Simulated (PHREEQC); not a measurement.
A solution holds 1.4 mol H2SO4, 0.63 mol KCl and 0.81 mol NaCl per kg of water, at 20 °C. Closed to the air; pH follows from the charge balance.

Computed with PHREEQC (Pitzer model, pitzer.dat).

Each row changes one thing in this solution. No solid was allowed to form.

| case | pH | ionic strength (mol/kgw) | HSO4- (mol/kgw) | SO4-2 (mol/kgw) | SI of Halite (NaCl) | SI of Mirabilite (Na2SO4:10H2O) |
|---|---|---|---|---|---|---|
| as made | -0.56 | 3.34 | 1.15 | 0.252 | -1.71 | -1.81 |
| temperature from 20 to 85 °C | -0.41 | 2.97 | 1.34 | 0.0632 | -1.83 | -4.31 |
| NaCl from 0.81 to 0.162 mol/kgw | -0.46 | 2.74 | 1.13 | 0.274 | -2.70 | -3.02 |
| NaCl from 0.81 to 0.891 mol/kgw | -0.58 | 3.42 | 1.15 | 0.249 | -1.64 | -1.76 |
| H2SO4 from 1.4 to 0.14 mol/kgw | 0.67 | 1.71 | 0.0773 | 0.0627 | -1.89 | -1.88 |
| KCl left out | -0.49 | 2.89 | 1.06 | 0.342 | -1.96 | -1.61 |
| KCl from 0.63 to 0.315 mol/kgw | -0.53 | 3.11 | 1.11 | 0.292 | -1.82 | -1.71 |
| diluted 5-fold with water | 0.53 | 0.730 | 0.199 | 0.0809 | -3.24 | -2.73 |

Species that the database lacks are ignored. In brines, pH and single-ion activities rest on the MacInnes convention. Away from 25 °C the constants follow the database's enthalpies or fits; those with neither stay at their 25 °C values.
